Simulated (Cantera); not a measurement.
Input: 1 mol c-C4F8, 0.044 mol H2, held at 3173 K and 1.33 mbar.

Equilibrium computed with Cantera from the NASA thermochemical tables; the gas is ideal and each condensed phase is pure. Candidate condensed phases: C, C6H6, C7H8, C8H18; 95 gas species. The feed counts by its element totals alone. The numbers say what is thermodynamically allowed, not how fast it happens.

Base state: F 0.766, C3 0.0815, C 0.0709, CF 0.0490, C2 0.0217, HF 0.00581, H 0.00323, CF2 0.000832 (mole fractions); condensed: gas only.

Task: What changes in the equilibrium state with this change: pressure from 1.33 mbar to 5.10 Pa?

Result: 
```
species    before     after
-------  --------  --------
F           0.766     0.679
C          0.0709     0.286
C2         0.0217    0.0135
C3         0.0815   0.00780
CF         0.0490   0.00668
C5       0.000380   8.64e-7
CF2      0.000832   3.85e-6
C4       0.000174   2.56e-6
C2H       1.09e-5   5.68e-7
HF        0.00581  0.000434
```
